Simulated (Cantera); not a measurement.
Mixture: CH₄ : O₂ : N₂ = 1 : 2.08 : 7.92 (molar parts), at 4.93 atm, adiabatic and at constant volume. Ignition delay is the time to a rise of 400 K.

Detailed kinetics in Cantera: GRI-Mech 3.0 (53 species, 325 reactions).

Task: Predict: delay at 1200 K; delay at 1400 K; delay at 1600 K; delay at 1800 K; delay at 2000 K; apparent activation energy between 1800 and 2000 K.

Result: 
```
Item                                                    Result
--------------------------------------------------  ----------
delay at 1200 K                                        9.46 ms
delay at 1400 K                                       0.880 ms
delay at 1600 K                                       0.123 ms
delay at 1800 K                                        26.1 µs
delay at 2000 K                                        8.08 µs
apparent activation energy between 1800 and 2000 K  180 kJ/mol
```
